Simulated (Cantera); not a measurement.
What does this Cantera script print?

```python
import numpy as np
import cantera as ct

gas_names = """
    CL CL2 H HCL H2 Si SiCL SiCL2 SiCL3 SiCL4 SiH SiHCL3 SiH2 SiH2CL2 SiH3 SiH3CL SiH4 Si2 Si3
""".split()
cond_names = """
    Si(cr) Si(L)
""".split()


# ... load() reads the species with a 1 bar reference pressure and builds the phases ...
atoms = {
    'SiH4': {'Si': 1, 'H': 4},
    'HCl': {'H': 1, 'CL': 1},
    'H2': {'H': 2},
    'Cl2': {'CL': 2},
}
top_T = {}  # K; cautious upper limits of use, not melting points


# ... equilibrate(T, P, feed) seeds the gas with the atoms and calls Mixture.equilibrate('TP', solver="vcs", rtol=1e-11, max_steps=5000) ...
results = []
feed = {'SiH4': 1, 'HCl': 0.017, 'H2': 740, 'Cl2': 0.99}  # mol
P = 180  # Pa
for T in [848, 923, 998, 1073, 1148, 1223, 1298, 1373, 1448, 1523, 1598, 1673, 1748]:
    mix = equilibrate(T, P, feed)
    results.append((T, P, feed, dict(zip(mix.species_names, mix.species_moles))))
    x = sorted(zip(gas.X, gas.species_names), reverse=True)
    print(f"T = {T:g} K  P = {P:g} Pa  gas = {mix.phase_moles(0):.4g} mol")
    print("   x: " + "  ".join(f"{s} {v:.3e}" for v, s in x if v > 0.0001))
    print("   condensed (mol): " + ("  ".join(f"{mix.phase(i).name} {mix.phase_moles(i):.4g}"
          for i in range(1, mix.n_phases) if mix.phase_moles(i) > 1e-12) or "none"))
```

Output:

```
T = 848 K  P = 180 Pa  gas = 742.9 mol
   x: H2 9.977e-01  HCL 2.153e-03
   condensed (mol): Si(cr) 0.8853
T = 923 K  P = 180 Pa  gas = 743 mol
   x: H2 9.974e-01  HCL 2.608e-03
   condensed (mol): Si(cr) 0.9792
T = 998 K  P = 180 Pa  gas = 743 mol
   x: H2 9.973e-01  HCL 2.656e-03
   condensed (mol): Si(cr) 0.9893
T = 1073 K  P = 180 Pa  gas = 743 mol
   x: H2 9.973e-01  HCL 2.659e-03
   condensed (mol): Si(cr) 0.9893
T = 1148 K  P = 180 Pa  gas = 743 mol
   x: H2 9.973e-01  HCL 2.656e-03
   condensed (mol): Si(cr) 0.9883
T = 1223 K  P = 180 Pa  gas = 743 mol
   x: H2 9.973e-01  HCL 2.653e-03
   condensed (mol): Si(cr) 0.9872
T = 1298 K  P = 180 Pa  gas = 743 mol
   x: H2 9.973e-01  HCL 2.650e-03
   condensed (mol): Si(cr) 0.986
T = 1373 K  P = 180 Pa  gas = 743 mol
   x: H2 9.973e-01  HCL 2.647e-03
   condensed (mol): Si(cr) 0.9845
T = 1448 K  P = 180 Pa  gas = 743.1 mol
   x: H2 9.971e-01  HCL 2.644e-03  H 2.169e-04
   condensed (mol): Si(cr) 0.9818
T = 1523 K  P = 180 Pa  gas = 743.2 mol
   x: H2 9.968e-01  HCL 2.639e-03  H 5.439e-04
   condensed (mol): Si(cr) 0.9726
T = 1598 K  P = 180 Pa  gas = 743.5 mol
   x: H2 9.960e-01  HCL 2.633e-03  H 1.252e-03
   condensed (mol): Si(cr) 0.9346
T = 1673 K  P = 180 Pa  gas = 744.2 mol
   x: H2 9.944e-01  H 2.677e-03  HCL 2.623e-03  Si 2.321e-04
   condensed (mol): Si(cr) 0.7826
T = 1748 K  P = 180 Pa  gas = 745.6 mol
   x: H2 9.911e-01  H 5.361e-03  HCL 2.611e-03  Si 8.086e-04
   condensed (mol): Si(L) 0.3145
```

Equilibrium computed with Cantera from the NASA thermochemical tables; the gas is ideal and each condensed phase is pure. The tables' values for SiCl are old estimates; treat these amounts as uncertain. Gases not in the tables: Si2H6 and higher silanes.
